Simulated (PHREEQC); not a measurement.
1 kg of water meets 20 L of dry gas (CO2 0.72, N2 0.28 by moles) at fixed total pressure, at 25 °C; fugacities by Peng-Robinson. The gases take part in no redox reaction, some water evaporates into the gas, and hydrates or a liquid gas phase aren't modelled. Precipitation was switched off in this run.

Computed with PHREEQC (ion-association model, phreeqc.dat).

```tsv
P (atm)	dissolved CO2 (all carbonate carbon) (mol/kgw)	φ of CO2	p of CO2 (atm)
1	0.0235	0.995	0.689
2	?	0.989	1.40
3	?	0.984	2.11
5	0.117	0.973	3.54
7.5	0.174	0.960	5.32
10	0.228	0.947	7.10
15	?	0.921	10.7
20	0.429	0.896	14.2
30	0.605	0.846	21.4
40	0.754	0.798	28.6
```

Problem. What belongs in the gaps?

Solution. 
- 2, dissolved CO2 (all carbonate carbon) (mol/kgw): 0.0473
- 3, dissolved CO2 (all carbonate carbon) (mol/kgw): 0.0709
- 15, dissolved CO2 (all carbonate carbon) (mol/kgw): 0.332
